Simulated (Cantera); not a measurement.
Cantera run, input and output.

```python
import numpy as np
import cantera as ct

gas = ct.Solution("gri30.yaml")
gas.TPX = 1800, 101325, {'CO': 1, 'H2': 0.074, 'CH4': 0.055, 'O2': 0.647, 'N2': 2.43, 'H2O': 0.49, 'C2H6': 0.0074}
reactor = ct.IdealGasReactor(gas, energy="on", clone=False)
net = ct.ReactorNet([reactor])
net.rtol, net.atol = 1e-08, 1e-16
show = ['CO', 'H2', 'CH4', 'CH3', 'NO', 'C2H']
times = np.geomspace(9e-06, 1, 13)

steps = ct.SolutionArray(gas, extra=["t"])
rows = []
print(f"{'t/s':>10s}{'T/K':>9s}{'P/Pa':>11s}" + "".join(f"{s:>11s}" for s in show))
for t in times:
    while net.time < t:
        t_next = net.step()
        steps.append(gas.state, t=t_next)
    rows.append([np.interp(t, steps.t, y) for y in (steps.T, steps.P, *steps(*show).X.T)])
    print(f"{t:10.3e}{rows[-1][0]:9.1f}{rows[-1][1]:11.4g}" + "".join(f"{x:11.3e}" for x in rows[-1][2:]))
rate = np.gradient(steps.T, steps.t)
print("integrator steps:", len(steps.t))
if steps.T.max() > steps.T[0] + 200:
    print(f"time of steepest temperature rise: {steps.t[rate.argmax()]:.4e} s")
gas.TPX = 1800, 101325, {'CO': 1, 'H2': 0.074, 'CH4': 0.055, 'O2': 0.647, 'N2': 2.43, 'H2O': 0.49, 'C2H6': 0.0074}
gas.equilibrate("UV")
print(f"equilibrium (UV): T = {gas.T:.1f} K  " + "  ".join(f"{s} {gas[s].X[0]:.3e}" for s in show))
```

Result:

```
       t/s      T/K       P/Pa         CO         H2        CH4        CH3         NO        C2H
 9.000e-06   1800.9  1.015e+05  2.119e-01  1.561e-02  1.069e-02  1.318e-03  1.016e-09  1.970e-09
 2.370e-05   2141.3  1.213e+05  1.494e-01  1.643e-02  3.055e-13  1.423e-12  5.384e-06  6.673e-16
 6.240e-05   2539.6  1.403e+05  1.157e-01  1.732e-02  1.002e-15  1.580e-14  1.432e-04  1.416e-19
 1.643e-04   2829.6  1.532e+05  1.038e-01  1.360e-02  2.903e-15  3.451e-14  1.298e-03  1.437e-18
 4.327e-04   2852.0  1.541e+05  1.024e-01  1.331e-02  3.523e-15  3.986e-14  5.004e-03  1.753e-18
 1.139e-03   2845.3  1.537e+05  1.026e-01  1.340e-02  3.657e-15  4.036e-14  1.061e-02  1.706e-18
 3.000e-03   2842.0  1.535e+05  1.026e-01  1.345e-02  3.726e-15  4.060e-14  1.332e-02  1.682e-18
 7.900e-03   2841.8  1.534e+05  1.026e-01  1.345e-02  3.729e-15  4.062e-14  1.345e-02  1.681e-18
 2.080e-02   2841.8  1.534e+05  1.026e-01  1.345e-02  3.729e-15  4.062e-14  1.345e-02  1.681e-18
 5.477e-02   2841.8  1.534e+05  1.026e-01  1.345e-02  3.729e-15  4.062e-14  1.345e-02  1.681e-18
 1.442e-01   2841.8  1.534e+05  1.026e-01  1.345e-02  3.729e-15  4.062e-14  1.345e-02  1.681e-18
 3.798e-01   2841.8  1.534e+05  1.026e-01  1.345e-02  3.729e-15  4.062e-14  1.345e-02  1.681e-18
 1.000e+00   2841.8  1.534e+05  1.026e-01  1.345e-02  3.729e-15  4.062e-14  1.345e-02  1.681e-18
integrator steps: 1422
time of steepest temperature rise: 1.5684e-05 s
equilibrium (UV): T = 2841.8 K  CO 1.026e-01  H2 1.345e-02  CH4 5.046e-15  CH3 5.496e-14  NO 1.345e-02  C2H 1.765e-18
```

Detailed kinetics in Cantera: GRI-Mech 3.0 (53 species, 325 reactions).
